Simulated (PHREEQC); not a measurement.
Consider water at 56 °C with 0.011 mol HF, 0.00079 mol KF, 0.00059 mol H2SiF6 and 0.018 mol HCl per kg of water. Closed to the air; pH follows from the charge balance.

All values are PHREEQC results (ion-association model, wateq4f.dat), not measurements.

Each row changes one thing in this solution. Precipitation was switched off in this run.

```csv
case,pH,ionic strength (mol/kgw),HF (mol/kgw),SiF6-2 (mol/kgw),F- (mol/kgw),H2F2 (mol/kgw),SI of Quartz (SiO2)
as made,1.79,0.0198,0.0118,0.000496,0.000310,0.000112,-0.46
HCl from 0.018 to 0.09 mol/kgw,1.13,0.0909,0.0132,0.000282,8.94e-5,0.000143,+0.07
diluted 10-fold with water,2.72,0.00206,0.00127,2.45e-8,0.000262,1.28e-6,-0.66
temperature from 56 to 60 °C,1.79,0.0196,0.0121,0.000441,0.000298,0.000101,-0.31
temperature from 56 to 20 °C,1.77,0.0203,0.0105,0.000590,0.000528,0.000347,-2.66
HF from 0.011 to 0.022 mol/kgw,1.78,0.0204,0.0214,0.000587,0.000552,0.000369,-1.93
temperature from 56 to 5 °C,1.77,0.0204,0.0100,0.000590,0.000643,0.000527,-3.61
```

Some of these states are supersaturated (in Quartz (slow to form), for instance). At this temperature some constants are extrapolated from 25 °C, and those without enthalpy data are left unchanged. SiF6-2 is the database's only silicon fluoride.
